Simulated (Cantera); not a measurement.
A Cantera script and what it prints.

```python
import numpy as np
import cantera as ct

gas_names = """
    CL CL2 H HCL H2 N NH NH2 NH3 N2 N2H2 N2H4 Si SiCL SiCL2 SiCL3 SiCL4 SiH SiHCL3 SiH2 SiH2CL2 SiH3
    SiH3CL SiH4 SiN Si2 Si2N Si3
""".split()
cond_names = """
    NH4CL(a) NH4CL(b) Si(cr) Si(L) Si3N4(a)
""".split()


# ... load() reads the species with a 1 bar reference pressure and builds the phases ...
atoms = {
    'SiH2Cl2': {'Si': 1, 'H': 2, 'CL': 2},
    'N2': {'N': 2},
}
top_T = {'Si3N4(a)': 2400}  # K; cautious upper limits of use, not melting points


# ... equilibrate(T, P, feed) seeds the gas with the atoms and calls Mixture.equilibrate('TP', solver="vcs", rtol=1e-11, max_steps=5000) ...
results = []
feed = {'SiH2Cl2': 1, 'N2': 48}  # mol
P = 9.5  # Pa
for T in [948, 1048, 1148, 1248, 1348, 1448, 1548, 1648, 1748, 1848, 1948, 2048, 2148]:
    mix = equilibrate(T, P, feed)
    results.append((T, P, feed, dict(zip(mix.species_names, mix.species_moles))))
    x = sorted(zip(gas.X, gas.species_names), reverse=True)
    print(f"T = {T:g} K  P = {P:g} Pa  gas = {mix.phase_moles(0):.4g} mol")
    print("   x: " + "  ".join(f"{s} {v:.3e}" for v, s in x if v > 1e-05))
    print("   condensed (mol): " + ("  ".join(f"{mix.phase(i).name} {mix.phase_moles(i):.4g}"
          for i in range(1, mix.n_phases) if mix.phase_moles(i) > 1e-12) or "none"))
```

Result:

```
T = 948 K  P = 9.5 Pa  gas = 49.3 mol
   x: N2 9.612e-01  HCL 3.348e-02  H2 3.542e-03  SiCL4 1.760e-03  SiCL3 1.241e-05
   condensed (mol): Si3N4(a) 0.3041
T = 1048 K  P = 9.5 Pa  gas = 49.31 mol
   x: N2 9.610e-01  HCL 3.408e-02  H2 3.236e-03  SiCL4 1.513e-03  SiCL2 8.352e-05  SiCL3 8.305e-05
   condensed (mol): Si3N4(a) 0.3057
T = 1148 K  P = 9.5 Pa  gas = 49.36 mol
   x: N2 9.606e-01  HCL 3.368e-02  H2 3.417e-03  SiCL2 1.089e-03  SiCL4 9.349e-04  SiCL3 3.036e-04
   condensed (mol): Si3N4(a) 0.295
T = 1248 K  P = 9.5 Pa  gas = 49.49 mol
   x: N2 9.599e-01  HCL 2.939e-02  H2 5.511e-03  SiCL2 4.702e-03  SiCL3 3.221e-04  SiCL4 1.592e-04  CL 1.622e-05
   condensed (mol): Si3N4(a) 0.2478
T = 1348 K  P = 9.5 Pa  gas = 49.64 mol
   x: N2 9.598e-01  HCL 2.122e-02  H2 9.524e-03  SiCL2 9.271e-03  SiCL3 1.460e-04  CL 4.302e-05  H 2.317e-05  SiCL4 1.155e-05
   condensed (mol): Si3N4(a) 0.1773
T = 1448 K  P = 9.5 Pa  gas = 49.78 mol
   x: N2 9.597e-01  HCL 1.341e-02  H2 1.333e-02  SiCL2 1.325e-02  H 1.092e-04  CL 8.953e-05  SiCL3 5.289e-05  SiCL 1.282e-05
   condensed (mol): Si3N4(a) 0.1122
T = 1548 K  P = 9.5 Pa  gas = 50.03 mol
   x: N2 9.594e-01  SiCL2 1.556e-02  H2 1.553e-02  HCL 8.520e-03  H 3.937e-04  Si 3.345e-04  CL 1.725e-04  SiCL 1.094e-04  SiCL3 1.915e-05
   condensed (mol): Si(cr) 0.1976
T = 1648 K  P = 9.5 Pa  gas = 50.19 mol
   x: N2 9.564e-01  SiCL2 1.540e-02  H2 1.529e-02  HCL 8.142e-03  Si 2.711e-03  H 1.130e-03  CL 4.719e-04  SiCL 4.030e-04  Si2N 3.288e-05  SiN 1.870e-05  SiCL3 1.038e-05
   condensed (mol): Si(cr) 0.06444
T = 1748 K  P = 9.5 Pa  gas = 50.44 mol
   x: N2 9.516e-01  SiCL2 1.295e-02  H2 1.287e-02  HCL 1.124e-02  Si 6.065e-03  H 2.660e-03  CL 1.792e-03  SiCL 6.965e-04  SiN 2.992e-05  Si2N 2.020e-05  Si2 1.234e-05
   condensed (mol): none
T = 1848 K  P = 9.5 Pa  gas = 50.81 mol
   x: N2 9.447e-01  HCL 1.441e-02  H2 9.784e-03  Si 9.685e-03  SiCL2 9.009e-03  CL 6.022e-03  H 5.381e-03  SiCL 9.019e-04  SiN 3.539e-05
   condensed (mol): none
T = 1948 K  P = 9.5 Pa  gas = 51.39 mol
   x: N2 9.340e-01  CL 1.485e-02  HCL 1.454e-02  Si 1.417e-02  H 9.871e-03  H2 7.249e-03  SiCL2 4.309e-03  SiCL 9.069e-04  SiN 3.948e-05
   condensed (mol): none
T = 2048 K  P = 9.5 Pa  gas = 52.01 mol
   x: N2 9.228e-01  CL 2.494e-02  Si 1.750e-02  H 1.688e-02  HCL 1.077e-02  H2 5.397e-03  SiCL2 1.072e-03  SiCL 5.932e-04  SiN 3.815e-05
   condensed (mol): none
T = 2148 K  P = 9.5 Pa  gas = 52.47 mol
   x: N2 9.148e-01  CL 3.156e-02  H 2.521e-02  Si 1.857e-02  HCL 5.946e-03  H2 3.476e-03  SiCL 2.792e-04  SiCL2 1.659e-04  SiN 3.245e-05
   condensed (mol): none
```

Cantera equilibrium calculation (NASA polynomials, part measured and part estimated; ideal gas, pure solids and liquids). N2 is the only nitrogen source here; it is nearly inert below about 1500 K, so the nitride shown seldom forms there in practice. The tables' values for SiCl, SiCl3, SiN are old estimates; treat these amounts as uncertain.
